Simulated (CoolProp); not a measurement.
Aqueous potassium carbonate as a coolant, 8 % by mass, freezing at -2.8 °C, 1 atm.

The numbers come from the Melinder's fits for secondary coolants in CoolProp.

```csv
T (°C),viscosity (mPa s),cp (kJ/(kg K)),conductivity (W/(m K)),Prandtl number
-1.7,2.17,3.742,0.555,14.6
3.7,1.84,3.749,0.564,12.2
9.2,1.57,3.757,0.573,10.3
14.7,1.36,(withheld),0.582,8.83
20.2,(withheld),3.775,0.591,7.65
25.7,(withheld),3.785,0.600,6.69
31.1,0.949,3.794,0.609,5.91
```

Q: Some entries are withheld; supply them.

A: 
- 14.7, cp (kJ/(kg K)): 3.766
- 20.2, viscosity (mPa s): 1.20
- 25.7, viscosity (mPa s): 1.06
